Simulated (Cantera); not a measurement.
A closed system holds: 1 mol Pb, a varied amount of O₂, 100 mol N₂, held at 850 K and 6.20 bar.

Method: chemical equilibrium by Gibbs-energy minimisation in Cantera with the NASA 1993 tables (ideal gas, pure condensed phases). Candidate condensed phases: Pb, PbO, PbO₂, Pb₃O₄; 12 gas species. The numbers say what is thermodynamically allowed, not how fast it happens.

x: gas mole fraction; n: condensed amount in mol.

```tsv
n(O₂) (mol)	x N₂	x O₂	x NO	x NO₂	x Pb	n Pb(l)	n PbO(yellow)
0.012	1.00	<1e-12	<1e-12	<1e-12	5.13e-8	0.976	0.0240
0.019	1.00	<1e-12	<1e-12	<1e-12	5.13e-8	0.962	0.0380
0.03	1.00	<1e-12	<1e-12	<1e-12	5.13e-8	0.940	…
0.046	1.00	<1e-12	<1e-12	<1e-12	5.13e-8	0.908	0.0920
0.07	1.00	<1e-12	<1e-12	<1e-12	5.13e-8	0.860	0.140
0.11	1.00	<1e-12	<1e-12	<1e-12	5.13e-8	0.780	0.220
0.17	1.00	<1e-12	<1e-12	<1e-12	5.13e-8	0.660	0.340
0.26	1.00	<1e-12	<1e-12	<1e-12	5.13e-8	0.480	0.520
0.4	1.00	<1e-12	<1e-12	<1e-12	5.13e-8	…	…
0.61	0.999	0.00110	3.66e-7	1.22e-8	<1e-12	0	1.00
0.94	0.996	0.00438	7.30e-7	4.86e-8	<1e-12	0	1.00
1.5	0.990	0.00990	1.09e-6	1.09e-7	<1e-12	0	1.00
2.2	0.983	0.0167	1.42e-6	1.84e-7	<1e-12	0	1.00
```

Task: What belongs in the gaps?

Result: 
- 0.03, n PbO(yellow): 0.0600
- 0.4, n Pb(l): 0.200
- 0.4, n PbO(yellow): 0.800
